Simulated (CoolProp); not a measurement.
C3F8 (R218) along the isotherm 292.9 K: Z from the reference equation and from simpler models built on Tc = 345.0 K, pc = 2640 kPa, ω = 0.317; each cubic takes its own stable root.

Computed with CoolProp (reference Helmholtz-energy equation of state, Lemmon 2006). It is a short technical equation, of lower accuracy than the large ones.

```tsv
p (kPa)	phase	reference
413	gas	0.8987
825	liquid	0.04702
1240	liquid	0.07035
1650	liquid	0.09321
2060	liquid	0.1159
2480	liquid	0.1390
2890	liquid	0.1614
3300	liquid	0.1836
3710	liquid	0.2057
4130	liquid	0.2283
4540	liquid	0.2501
4950	liquid	0.2719
5360	liquid	0.2936
5780	liquid	0.3156
6190	liquid	0.3371
6600	liquid	0.3585
```

### Question
How far does each simpler model (van der Waals, Redlich-Kwong, Soave-Redlich-Kwong, Peng-Robinson) lie from the reference over these 16 states: mean and median of the absolute difference, and the worst?

### Answer
- van der Waals: mean 206.6 %, median 52.0 %, worst +1686.9 % at 292.9 K and 825 kPa
- Redlich-Kwong: mean 110.6 %, median 11.7 %, worst +1600.6 % at 292.9 K and 825 kPa
- Soave-Redlich-Kwong: mean 6.7 %, median 6.8 %, worst +9.7 % at 292.9 K and 825 kPa
- Peng-Robinson: mean 4.9 %, median 5.2 %, worst -6.6 % at 292.9 K and 6600 kPa

At some of these states van der Waals, Redlich-Kwong gives the other phase, because its saturation line lies elsewhere.
